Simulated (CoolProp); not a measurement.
A simple Rankine cycle with water: condensing at 290.15 K, boiler at 7.03 MPa, turbine inlet 599.3 K, turbine efficiency 0.85, pump efficiency 0.6, no recuperator. Each further row changes one setting.

Computed with CoolProp (reference Helmholtz-energy equation of state, Wagner 2002).

```json
[
 {"case": "as stated", "thermal efficiency (%)": "…", "net work (kJ/kg)": "983", "heat in (kJ/kg)": "2860", "turbine exit temperature (K)": "290.1", "volume ratio over the turbine": "1610"},
 {"case": "turbine inlet 619.3 K", "thermal efficiency (%)": "34.7", "net work (kJ/kg)": "1010", "heat in (kJ/kg)": "2920", "turbine exit temperature (K)": "290.1", "volume ratio over the turbine": "1540"},
 {"case": "condensing temperature 282.15 K", "thermal efficiency (%)": "…", "net work (kJ/kg)": "1020", "heat in (kJ/kg)": "2890", "turbine exit temperature (K)": "282.2", "volume ratio over the turbine": "…"},
 {"case": "boiler pressure 4.92 MPa", "thermal efficiency (%)": "33.5", "net work (kJ/kg)": "982", "heat in (kJ/kg)": "2930", "turbine exit temperature (K)": "290.1", "volume ratio over the turbine": "1090"},
 {"case": "turbine efficiency 0.75", "thermal efficiency (%)": "30.3", "net work (kJ/kg)": "866", "heat in (kJ/kg)": "2860", "turbine exit temperature (K)": "290.1", "volume ratio over the turbine": "1710"}
]
```

Question: Fill in the missing entries.

Answer: 
- as stated, thermal efficiency (%): 34.4
- condensing temperature 282.15 K, thermal efficiency (%): 35.4
- condensing temperature 282.15 K, volume ratio over the turbine: 2620

The expansion ends wet for: as stated; turbine inlet 619.3 K; condensing temperature 282.15 K; boiler pressure 4.92 MPa; turbine efficiency 0.75.
